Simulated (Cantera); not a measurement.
Feed: 1 mol B, 0.23 mol N2, 2.8 mol O2, held at 38.0 Pa.

Method: chemical equilibrium by Gibbs-energy minimisation in Cantera with the NASA 1993 tables (ideal gas, pure condensed phases). Candidate condensed phases: B, BN, B2O3; 17 gas species. The numbers say what is thermodynamically allowed, not how fast it happens.

Problem. Which condensed phases are stable at each of these points (T (°C)): 1175, 1200, 1225, 1250, 1275, 1300, 1325?

Solution. 
```tsv
T (°C)	condensed phases	B condensed (%)
1175	B2O3(l)	90.8
1200	B2O3(l)	84.1
1225	B2O3(l)	72.6
1250	B2O3(l)	52.9
1275	B2O3(l)	18.2
1300	gas only	0.0
1325	gas only	0.0
```

From 1175 °C to 1275 °C the condensed part is B2O3(l). From 1300 °C to 1325 °C nothing is condensed.
